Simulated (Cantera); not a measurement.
Catalytic stagnation flow on Pt

A jet of CH4 : O2 : N2 = 0.026 : 0.055 : 0.79 (molar parts), equivalence ratio 0.95 at 300 K and 15.8 Torr hits a platinum plate 3 cm away at a mass flux of 0.033 kg/m²/s; the plate temperature is set and raised in steps from an oxygen-covered start.

Model: Deutschmann's 1995 Pt surface mechanism with GRI-Mech 3.0 gas chemistry, integrated in Cantera. Catalytic surfaces can have several steady states; this one follows from the mechanism file's or the stated starting coverage.

```tsv
plate T (K)	wall x CH4	wall x O2	wall x H2O	wall x OH	wall x CO	wall x CO2	θ free Pt	θ O*
900	0.0214	0.0451	0.0159	3.81e-8	1.14e-5	0.0104	0.338	0.661
950	0.0179	0.0378	0.0223	1.22e-7	1.39e-5	0.0146	0.430	0.569
1000	0.0149	0.0314	0.0278	3.29e-7	1.66e-5	0.0183	0.522	0.478
1050	0.0125	0.0264	0.0322	7.81e-7	2.01e-5	0.0212	0.608	0.391
1100	0.0108	0.0227	0.0353	1.66e-6	2.50e-5	0.0233	0.686	0.313
1150	0.00948	0.0201	0.0376	3.23e-6	3.20e-5	0.0248	0.755	0.245
1200	0.00860	0.0182	0.0391	5.80e-6	4.22e-5	0.0258	0.812	0.188
```
x: mole fraction at the wall; θ: surface coverage.
